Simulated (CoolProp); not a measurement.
Vapour-liquid equilibrium of p-xylene (1) + n-nonane (2) at 450.2 K; x and y are mole fractions of (1).

The numbers come from the multi-fluid Helmholtz-energy mixture model, Zhou 2012 and Lemmon 2006; pair parameters Bell 2016 in CoolProp.

```csv
x,"bubble pressure, mixture model (MPa)","bubble pressure, Raoult's law (MPa)","y, mixture model","y, Raoult's law"
0.05,0.1974,0.1968,0.066,0.065
0.15,0.2046,0.2033,0.190,0.190
0.25,0.2114,0.2097,0.304,0.307
0.35,0.2179,0.2161,0.411,0.417
0.45,0.2241,0.2225,0.512,0.521
0.55,0.2303,0.2289,0.609,0.619
0.65,0.2363,0.2353,0.703,0.712
0.75,0.2424,0.2417,0.792,0.800
0.85,0.2484,0.2481,0.878,0.883
0.95,0.2546,0.2545,0.960,0.962
```

The largest gap from Raoult's law is +0.8 % in bubble pressure, at x = 0.35. No azeotrope shows between x = 0.05 and 0.95.

The pair parameters rest on a limited set of measurements; away from them the model extrapolates.
